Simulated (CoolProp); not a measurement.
Ethylbenzene at several states: Z from the reference equation and from simpler models built on Tc = 617.1 K, pc = 36.22 bar, ω = 0.304; each cubic takes its own stable root.

Computed with CoolProp (reference Helmholtz-energy equation of state, Zhou 2012).

```tsv
T (K)	p (bar)	phase	reference	Redlich-Kwong	Soave-Redlich-Kwong	Peng-Robinson
396.5	33.6	liquid	(withheld)	0.1627	0.1567	0.1389
350.4	4.65	liquid	0.02075	0.02428	0.02349	0.02084
586.5	12.8	gas	0.8302	(withheld)	0.8387	0.8251
204	1.38	liquid	(withheld)	0.01086	0.01075	0.009601
554.3	0.555	gas	0.9921	0.9929	0.9925	0.9918
```

**Question.** Some entries are withheld; supply them.

**Answer.** 
- 396.5, reference: 0.1392
- 586.5, Redlich-Kwong: 0.8439
- 204, reference: 0.009141
